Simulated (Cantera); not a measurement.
A Cantera script and what it prints.

```python
import numpy as np
import cantera as ct

gas_names = """
    AL ALCL ALCL2 ALCL3 ALH ALO ALOCL ALOH ALO2 ALO2H AL2 AL2CL6 AL2O AL2O2 CL CLO CL2 H HALO HCL HOCL
    HO2 H2 H2O H2O2 O OH O2 O3
""".split()
cond_names = """
    AL(cr) AL(L) ALCL3(s) ALCL3(L) AL2O3(a) AL2O3(L) H2O(s) H2O(L)
""".split()


# ... load() reads the species with a 1 bar reference pressure and builds the phases ...
atoms = {
    'Al2O3': {'AL': 2, 'O': 3},
    'Cl2': {'CL': 2},
    'H2': {'H': 2},
}
top_T = {}  # K; cautious upper limits of use, not melting points


# ... equilibrate(T, P, feed) seeds the gas with the atoms and calls Mixture.equilibrate('TP', solver="vcs", rtol=1e-11, max_steps=5000) ...
results = []
feed = {'Al2O3': 1, 'Cl2': 21, 'H2': 6.8}  # mol
P = 190  # Pa
for T in [1125, 1150, 1175, 1200, 1225, 1250, 1275, 1300, 1325, 1350, 1375]:
    mix = equilibrate(T, P, feed)
    results.append((T, P, feed, dict(zip(mix.species_names, mix.species_moles))))
    x = sorted(zip(gas.X, gas.species_names), reverse=True)
    print(f"T = {T:g} K  P = {P:g} Pa  gas = {mix.phase_moles(0):.4g} mol")
    print("   x: " + "  ".join(f"{s} {v:.3e}" for v, s in x if v > 1e-05))
    print("   condensed (mol): " + ("  ".join(f"{mix.phase(i).name} {mix.phase_moles(i):.4g}"
          for i in range(1, mix.n_phases) if mix.phase_moles(i) > 1e-12) or "none"))
```

It prints:

```
T = 1125 K  P = 190 Pa  gas = 28.27 mol
   x: CL2 4.854e-01  HCL 4.810e-01  CL 3.279e-02  ALCL3 4.245e-04  O2 2.906e-04  H2O 5.436e-05
   condensed (mol): AL2O3(a) 0.994
T = 1150 K  P = 190 Pa  gas = 28.42 mol
   x: HCL 4.784e-01  CL2 4.771e-01  CL 4.345e-02  ALCL3 5.753e-04  O2 4.025e-04  H2O 5.609e-05
   condensed (mol): AL2O3(a) 0.9918
T = 1175 K  P = 190 Pa  gas = 28.62 mol
   x: HCL 4.751e-01  CL2 4.667e-01  CL 5.674e-02  ALCL3 7.675e-04  O2 5.455e-04  H2O 5.768e-05
   condensed (mol): AL2O3(a) 0.989
T = 1200 K  P = 190 Pa  gas = 28.86 mol
   x: HCL 4.711e-01  CL2 4.540e-01  CL 7.306e-02  ALCL3 1.007e-03  O2 7.240e-04  H2O 5.916e-05
   condensed (mol): AL2O3(a) 0.9855
T = 1225 K  P = 190 Pa  gas = 29.16 mol
   x: HCL 4.663e-01  CL2 4.387e-01  CL 9.274e-02  ALCL3 1.299e-03  O2 9.418e-04  H2O 6.057e-05
   condensed (mol): AL2O3(a) 0.9811
T = 1250 K  P = 190 Pa  gas = 29.53 mol
   x: HCL 4.605e-01  CL2 4.205e-01  CL 1.161e-01  ALCL3 1.647e-03  O2 1.201e-03  H2O 6.193e-05
   condensed (mol): AL2O3(a) 0.9757
T = 1275 K  P = 190 Pa  gas = 29.96 mol
   x: HCL 4.538e-01  CL2 3.993e-01  CL 1.433e-01  ALCL3 2.049e-03  O2 1.501e-03  H2O 6.327e-05
   condensed (mol): AL2O3(a) 0.9693
T = 1300 K  P = 190 Pa  gas = 30.47 mol
   x: HCL 4.462e-01  CL2 3.751e-01  CL 1.743e-01  ALCL3 2.502e-03  O2 1.838e-03  H2O 6.465e-05  CLO 1.072e-05
   condensed (mol): AL2O3(a) 0.9619
T = 1325 K  P = 190 Pa  gas = 31.07 mol
   x: HCL 4.376e-01  CL2 3.481e-01  CL 2.090e-01  ALCL3 2.993e-03  O2 2.204e-03  H2O 6.614e-05  CLO 1.351e-05
   condensed (mol): AL2O3(a) 0.9535
T = 1350 K  P = 190 Pa  gas = 31.75 mol
   x: HCL 4.283e-01  CL2 3.187e-01  CL 2.469e-01  ALCL3 3.507e-03  O2 2.587e-03  H2O 6.782e-05  CLO 1.662e-05
   condensed (mol): AL2O3(a) 0.9443
T = 1375 K  P = 190 Pa  gas = 32.5 mol
   x: HCL 4.183e-01  CL2 2.873e-01  CL 2.873e-01  ALCL3 4.022e-03  O2 2.971e-03  H2O 6.980e-05  CLO 1.995e-05
   condensed (mol): AL2O3(a) 0.9346
```

These are equilibrium values from Cantera (NASA tables, ideal gas, pure condensed phases), not measurements of a reactor.
